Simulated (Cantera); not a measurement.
Input: 1 mol Fe2O3, 0.1 mol Cl2, 1.1 mol N2, 0.0053 mol H2, held at 13.3 mbar.

These are equilibrium values from Cantera (NASA tables, ideal gas, pure condensed phases), not measurements of a reactor. Candidate condensed phases: Fe, FeCl2, FeCl3, FeO, Fe(OH)2, Fe(OH)3, Fe2O3, Fe3O4, H2O, NH4Cl; 37 gas species. Condensed phases not in the tables: FeOCl. Equilibrium is a limit: real reactors are often held back by kinetics, nucleation or transport.

log p: log10 of the partial pressure in bar; n: condensed amount in mol.

```csv
T (K),log p N2,log p Cl2,log p FeCl3,log p HCl,log p O2,log p FeCl2,n Fe2O3(s)
700,-1.91,-2.98,-5.81,-3.93,-5.95,…,1.000
725,-1.91,-2.98,-5.59,-3.93,-5.72,…,1.000
750,-1.91,-2.98,-5.38,-3.93,-5.51,…,1.000
775,-1.91,-2.98,-5.19,-3.93,-5.32,…,1.000
800,-1.91,-2.99,-5.01,-3.93,-5.14,…,1.000
825,-1.91,-2.99,-4.84,-3.93,-4.97,…,0.999
850,-1.91,-2.99,-4.69,-3.93,-4.81,…,0.999
875,-1.92,-3.00,-4.55,-3.93,-4.66,…,0.999
900,-1.92,-3.01,-4.41,-3.93,-4.53,…,0.998
925,-1.92,-3.02,-4.29,-3.93,-4.40,…,0.998
950,-1.92,-3.03,-4.18,-3.93,-4.28,…,0.997
975,-1.92,-3.04,-4.08,-3.93,-4.17,…,0.996
1000,-1.92,-3.06,-3.99,-3.93,-4.07,…,0.995
1025,-1.92,-3.08,-3.91,-3.93,-3.97,…,0.993
```

Q: What belongs in the gaps?

A: 
- 700, log p FeCl2: -9.25
- 725, log p FeCl2: -8.74
- 750, log p FeCl2: -8.27
- 775, log p FeCl2: -7.83
- 800, log p FeCl2: -7.41
- 825, log p FeCl2: -7.02
- 850, log p FeCl2: -6.66
- 875, log p FeCl2: -6.32
- 900, log p FeCl2: -6.00
- 925, log p FeCl2: -5.70
- 950, log p FeCl2: -5.42
- 975, log p FeCl2: -5.16
- 1000, log p FeCl2: -4.91
- 1025, log p FeCl2: -4.68
